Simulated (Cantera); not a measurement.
An isothermal, constant-pressure homogeneous reactor starts with C₂H₆ : H₂ = 1 : 6.3 (molar parts), at 1225 K and 20.0 Torr.

Computed with Cantera and GRI-Mech 3.0 (53 species, 325 reactions). GRI-Mech 3.0 stops at C3 and has no aromatics, soot or wall deposition, so with more carbon than oxygen in the feed, carbon stays in small species such as C2H2 where larger ones or solid carbon would form. Radical loss at walls, strong at low pressure, is not modelled.

Predict: x(C₂H₆) at 90.0 s; x(H₂) at 90.0 s; x(C₂H₄) at 90.0 s; x(CH₄) at 90.0 s; x(H) at 90.0 s.


| Quantity | Value |
|---|---|
| x(C₂H₆) at 90.0 s | 3.11e-5 (gas-phase equilibrium 2.03e-5) |
| x(H₂) at 90.0 s | 0.855 (gas-phase equilibrium 0.809) |
| x(C₂H₄) at 90.0 s | 0.0133 (gas-phase equilibrium 0.00831) |
| x(CH₄) at 90.0 s | 0.0598 (gas-phase equilibrium 0.135) |
| x(H) at 90.0 s | 3.73e-6 (gas-phase equilibrium 1.73e-6) |
